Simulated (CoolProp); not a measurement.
A simple Rankine cycle with propane: condensing at 306.15 K, boiler at 3.47 MPa, turbine inlet 398.6 K, turbine efficiency 0.85, pump efficiency 0.8, no recuperator. Each further row changes one setting.

Model: reference Helmholtz-energy equation of state, Lemmon 2009, in CoolProp.

```
case                             thermal efficiency (%)  net work (kJ/kg)  heat in (kJ/kg)  turbine exit temperature (K)  volume ratio over the turbine
-------------------------------  ----------------------  ----------------  ---------------  ----------------------------  -----------------------------
as stated                                          10.2              47.1              463                         351.7                            [?]
turbine inlet 418.6 K                              10.2               [?]              [?]                         374.0                            [?]
condensing temperature 298.15 K                     [?]              56.4              [?]                         344.5                            [?]
boiler pressure 2.43 MPa                            7.3              35.9              490                         369.6                           2.10
turbine efficiency 0.75                             [?]              40.9              463                         354.6                           3.17
```

**Question.** Some entries are withheld; supply them.

**Answer.** 
- as stated, volume ratio over the turbine: 3.13
- turbine inlet 418.6 K, net work (kJ/kg): 52.7
- turbine inlet 418.6 K, heat in (kJ/kg): 516
- turbine inlet 418.6 K, volume ratio over the turbine: 3.05
- condensing temperature 298.15 K, thermal efficiency (%): 11.6
- condensing temperature 298.15 K, heat in (kJ/kg): 485
- condensing temperature 298.15 K, volume ratio over the turbine: 3.80
- turbine efficiency 0.75, thermal efficiency (%): 8.8
